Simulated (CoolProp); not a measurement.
Saturation properties of propylene.

The numbers come from the reference Helmholtz-energy equation of state, Lemmon 2013 in CoolProp.

```json
[
 {"T (°C)": "-19.85", "p (bar)": "3.072", "liquid density (kg/m³)": "574.2", "enthalpy of vaporisation (kJ/kg)": "405.5", "vapour viscosity (µPa s)": "7.15"},
 {"T (°C)": "-15.95", "p (bar)": "3.515", "liquid density (kg/m³)": "568.9", "enthalpy of vaporisation (kJ/kg)": "400.4", "vapour viscosity (µPa s)": "7.27"},
 {"T (°C)": "-12.05", "p (bar)": "4.005", "liquid density (kg/m³)": "563.4", "enthalpy of vaporisation (kJ/kg)": "395.1", "vapour viscosity (µPa s)": "7.40"},
 {"T (°C)": "-8.15", "p (bar)": "4.543", "liquid density (kg/m³)": "557.9", "enthalpy of vaporisation (kJ/kg)": "389.6", "vapour viscosity (µPa s)": "7.53"},
 {"T (°C)": "-4.25", "p (bar)": "5.134", "liquid density (kg/m³)": "552.3", "enthalpy of vaporisation (kJ/kg)": "383.9", "vapour viscosity (µPa s)": "7.66"},
 {"T (°C)": "-0.35", "p (bar)": "5.780", "liquid density (kg/m³)": "546.6", "enthalpy of vaporisation (kJ/kg)": "378.1", "vapour viscosity (µPa s)": "7.80"},
 {"T (°C)": "3.55", "p (bar)": "6.485", "liquid density (kg/m³)": "540.8", "enthalpy of vaporisation (kJ/kg)": "372.1", "vapour viscosity (µPa s)": "7.95"},
 {"T (°C)": "7.45", "p (bar)": "7.250", "liquid density (kg/m³)": "534.9", "enthalpy of vaporisation (kJ/kg)": "365.9", "vapour viscosity (µPa s)": "8.10"},
 {"T (°C)": "11.45", "p (bar)": "8.103", "liquid density (kg/m³)": "528.6", "enthalpy of vaporisation (kJ/kg)": "359.3", "vapour viscosity (µPa s)": "8.27"},
 {"T (°C)": "15.35", "p (bar)": "9.003", "liquid density (kg/m³)": "522.4", "enthalpy of vaporisation (kJ/kg)": "352.6", "vapour viscosity (µPa s)": "8.44"},
 {"T (°C)": "19.25", "p (bar)": "9.975", "liquid density (kg/m³)": "516.0", "enthalpy of vaporisation (kJ/kg)": "345.6", "vapour viscosity (µPa s)": "8.62"},
 {"T (°C)": "23.15", "p (bar)": "11.02", "liquid density (kg/m³)": "509.5", "enthalpy of vaporisation (kJ/kg)": "338.4", "vapour viscosity (µPa s)": "8.81"},
 {"T (°C)": "27.05", "p (bar)": "12.15", "liquid density (kg/m³)": "502.7", "enthalpy of vaporisation (kJ/kg)": "330.9", "vapour viscosity (µPa s)": "9.01"},
 {"T (°C)": "30.95", "p (bar)": "13.35", "liquid density (kg/m³)": "495.7", "enthalpy of vaporisation (kJ/kg)": "323.0", "vapour viscosity (µPa s)": "9.23"},
 {"T (°C)": "34.85", "p (bar)": "14.64", "liquid density (kg/m³)": "488.5", "enthalpy of vaporisation (kJ/kg)": "314.8", "vapour viscosity (µPa s)": "9.46"}
]
```

It boils at -47.6 °C under 1 atm.

Viscosity comes from a separate model (Huber 2003), an estimate that may be off by 10 % or more.
